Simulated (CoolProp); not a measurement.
Vapour-liquid equilibrium of hexamethyldisiloxane (MM) (1) + toluene (2) at 446.2 K; x and y are mole fractions of (1).

The numbers come from the multi-fluid Helmholtz-energy mixture model, Thol 2016 and Lemmon 2006; pair parameters Bell 2016 in CoolProp.

```
x     bubble pressure (MPa)  y at the bubble point  dew pressure at overall composition x (MPa)  liquid density (mol/L)
----  ---------------------  ---------------------  -------------------------------------------  ----------------------
0.05                 0.4602                  0.067                                       0.4577                   7.355
0.2                  0.4869                  0.248                                       0.4797                   6.427
0.35                 0.5101                  0.406                                       0.5020                   5.662
0.5                  0.5295                  0.548                                       0.5232                   5.025
0.65                 0.5447                  0.681                                       0.5414                   4.489
0.8                  0.5556                  0.813                                       0.5547                   4.035
0.95                 0.5616                  0.951                                       0.5615                   3.649
```

No azeotrope shows between x = 0.05 and 0.95.

The pair parameters rest on a limited set of measurements; away from them the model extrapolates.
